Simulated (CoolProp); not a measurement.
Vapour-liquid equilibrium of R22 (1) + n-pentane (2) at 329 kPa; x and y are mole fractions of (1).

Computed with CoolProp (multi-fluid Helmholtz-energy mixture model, Kamei 1995 and Thol 2019; pair parameters Bell 2016).

```
x     bubble temperature (K)  y at the bubble point  dew temperature at overall composition x (K)  liquid density (mol/L)
----  ----------------------  ---------------------  --------------------------------------------  ----------------------
0.05                   327.8                  0.443                                         346.7                   8.332
0.15                   300.8                  0.784                                         342.5                   9.094
0.25                   286.8                  0.883                                         338.0                   9.714
0.35                   279.0                  0.922                                         333.0                   10.29
0.45                   274.3                  0.941                                         327.4                   10.87
0.55                   271.2                  0.954                                         321.1                   11.48
0.65                   268.8                  0.963                                         313.7                   12.14
0.75                   266.7                  0.971                                         304.5                   12.88
0.85                   264.6                  0.981                                         292.1                   13.73
0.95                   262.3                  0.993                                         272.1                   14.72
```

No azeotrope shows between x = 0.05 and 0.95.

Pair parameters are fitted to limited data, so mixtures are less certain than the pure fluids.
